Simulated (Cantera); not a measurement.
Input: 1 mol MgO, 1.7 mol N2, held at 13.0 mbar.

Cantera equilibrium calculation (NASA polynomials, part measured and part estimated; ideal gas, pure solids and liquids). Candidate condensed phases: Mg, MgO; 13 gas species. Rates play no part.

log p: log10 of the partial pressure in bar; n: condensed amount in mol.

```tsv
T (K)	log p N2	log p Mg	log p O2	log p O	n MgO(s)
1498	-1.89	-9.11	-11.30	-11.05	1.00
1598	-1.89	-8.20	-9.91	-9.81	1.000
1698	-1.89	-7.39	-8.72	-8.72	1.000
1798	-1.89	[?]	[?]	[?]	1.000
1898	-1.89	-5.98	-6.81	-6.94	1.000
1998	-1.89	-5.35	-6.05	-6.21	0.999
2098	-1.89	-4.78	-5.39	-5.56	0.998
2198	-1.89	[?]	[?]	[?]	0.993
2298	-1.90	-3.76	-4.28	-4.45	0.977
2398	-1.91	-3.32	-3.81	-3.97	0.931
```

**Question.** Fill in the missing entries.

**Answer.** 
- 1798, log p Mg: -6.65
- 1798, log p O2: -7.69
- 1798, log p O: -7.77
- 2198, log p Mg: -4.25
- 2198, log p O2: -4.80
- 2198, log p O: -4.97
